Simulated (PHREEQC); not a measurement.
Polishing slurry liquid

Make-up at 20 °C: 0.2 mol KOH, 0.03 mol K2SO4 and 0.33 mol KH2PO4 per kg of water. Closed to the air; pH follows from the charge balance.

Equilibrium calculation in PHREEQC: ion-association model, phreeqc.dat.

```
Quantity                  Result
-----------------  -------------
pH                          6.78
ionic strength     0.735 mol/kgw
activity of water          0.985
density              1.042 g/cm³
total alkalinity      200 meq/kg
```

```
species  molality  activity   log γ
-------  --------  --------  ------
K+          0.547     0.340  -0.208
HPO4-2      0.169    0.0320  -0.721
H2PO4-      0.130    0.0874  -0.172
KHPO4-     0.0315    0.0212  -0.172
SO4-2      0.0190   0.00338  -0.751
KSO4-      0.0110   0.00738  -0.172
PO4-3     5.44e-6   7.91e-8  -1.838
H3PO4     1.69e-6   2.00e-6   0.074
H+        2.19e-7   1.65e-7  -0.123
OH-       6.77e-8   4.09e-8  -0.219
HSO4-     6.44e-8   4.87e-8  -0.122
```

Precipitation was switched off in this run. The ionic strength is past about 0.7 mol/kgw, beyond the range of this activity model, so the values are rough.
